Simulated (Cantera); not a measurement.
A Cantera script and what it prints.

```python
import numpy as np
import cantera as ct

gas_names = """
    C CN CO CO2 C2 CCN CNC C2N2 C2O C3 C3O2 C4 C4N2 C5 Fe FeC5O5 FeO N NCO NO NO2 NO3 N2 N2O O O2 O3
""".split()
cond_names = """
    C(gr) Fe(a) Fe(c) Fe(d) Fe(L) FeC5O5(L) FeO(s) FeO(L) Fe2O3(s) Fe3O4(s)
""".split()


# ... load() reads the species with a 1 bar reference pressure and builds the phases ...
atoms = {
    'Fe2O3': {'Fe': 2, 'O': 3},
    'C': {'C': 1},
    'N2': {'N': 2},
}
top_T = {'C(gr)': 4500, 'Fe2O3(s)': 1830, 'Fe3O4(s)': 1870}  # K; cautious upper limits of use, not melting points


# ... equilibrate(T, P, feed) seeds the gas with the atoms and calls Mixture.equilibrate('TP', solver="vcs", rtol=1e-11, max_steps=5000) ...
results = []
feed = {'Fe2O3': 1, 'C': 0.79, 'N2': 0.87}  # mol
T = 2175  # K
P = 160000  # Pa
mix = equilibrate(T, P, feed)
results.append((T, P, feed, dict(zip(mix.species_names, mix.species_moles))))
x = sorted(zip(gas.X, gas.species_names), reverse=True)
print(f"T = {T:g} K  P = {P:g} Pa  gas = {mix.phase_moles(0):.4g} mol")
print("   x: " + "  ".join(f"{s} {v:.3e}" for v, s in x if v > 1e-06))
print("   condensed (mol): " + ("  ".join(f"{mix.phase(i).name} {mix.phase_moles(i):.4g}"
      for i in range(1, mix.n_phases) if mix.phase_moles(i) > 1e-12) or "none"))
```

Output:

```
T = 2175 K  P = 160000 Pa  gas = 1.661 mol
   x: N2 5.239e-01  CO 3.490e-01  CO2 1.268e-01  Fe 3.492e-04  NO 3.084e-05  FeO 1.933e-05  O 2.647e-06  O2 2.114e-06
   condensed (mol): FeO(L) 1.999
```

These are equilibrium values from Cantera (NASA tables, ideal gas, pure condensed phases), not measurements of a reactor. The tables' stoichiometric FeO is somewhat more stable than real wüstite, so its field is too wide. FeO: taken at fixed stoichiometry.
